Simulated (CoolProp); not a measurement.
Vapour-liquid equilibrium of n-hexane (1) + hexamethyldisiloxane (MM) (2) at 3.75 kPa; x and y are mole fractions of (1).

Model: multi-fluid Helmholtz-energy mixture model, Thol 2019 and Thol 2016; pair parameters Bell 2016, in CoolProp.

Q: Give the bubble temperature and the first vapour's composition at x = 0.05, 0.35, 0.65. Is there an azeotrope?

A: x = 0.05: 15.3 °C, y = 0.155; x = 0.35: 5.7 °C, y = 0.666; x = 0.65: -1.8 °C, y = 0.895. No azeotrope shows between x = 0.05 and 0.95.

Pair parameters are fitted to limited data, so mixtures are less certain than the pure fluids.
